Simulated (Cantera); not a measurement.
Adiabatic ignition

An adiabatic, constant-pressure homogeneous reactor starts with 5.45 % CH4, 19.8 % O2, 74.7 % N2, equivalence ratio 0.55, at 1698 K and 1580 Torr.

Detailed kinetics in Cantera: GRI-Mech 3.0 (53 species, 325 reactions).

```csv
t (s),T (K),x CH4,x O2,x H2,x CH2,x HCN,x N2O,x CO
4.00e-6,1698,0.0545,0.198,2.14e-6,3.98e-11,<1e-12,4.26e-11,6.44e-9
1.32e-5,1698,0.0544,0.198,9.33e-6,4.70e-10,<1e-12,3.45e-10,2.59e-7
4.35e-5,1699,0.0538,0.198,9.87e-5,1.87e-8,<1e-12,3.06e-9,3.00e-5
0.000143,2483,<1e-12,0.0877,0.00498,<1e-12,7.47e-12,7.58e-7,0.0143
0.000473,2630,<1e-12,0.0866,0.00250,<1e-12,1.36e-11,1.16e-6,0.00773
0.00156,2624,<1e-12,0.0845,0.00246,<1e-12,2.06e-11,1.17e-6,0.00762
0.00514,2614,<1e-12,0.0811,0.00241,<1e-12,2.98e-11,1.24e-6,0.00743
0.0169,2610,<1e-12,0.0797,0.00239,<1e-12,3.27e-11,1.28e-6,0.00736
0.0558,2610,<1e-12,0.0797,0.00239,<1e-12,3.27e-11,1.28e-6,0.00736
0.184,2610,<1e-12,0.0797,0.00239,<1e-12,3.27e-11,1.28e-6,0.00736
0.607,2610,<1e-12,0.0797,0.00239,<1e-12,3.27e-11,1.28e-6,0.00736
2.00,2610,<1e-12,0.0797,0.00239,<1e-12,3.27e-11,1.28e-6,0.00736
```
x: mole fraction; the columns are a selection and need not sum to one.

```json
{
  "time_of_steepest_temperature_rise": "0.108 ms",
  "temperature at 2.00 s": "2610 K",
  "equilibrium_temperature": "2610 K",
  "x(CH4) at 2.00 s": "<1e-12 (gas-phase equilibrium <1e-12)",
  "x(O2) at 2.00 s": "0.0797 (gas-phase equilibrium 0.0797)",
  "x(H2) at 2.00 s": "0.00239 (gas-phase equilibrium 0.00239)"
}
```
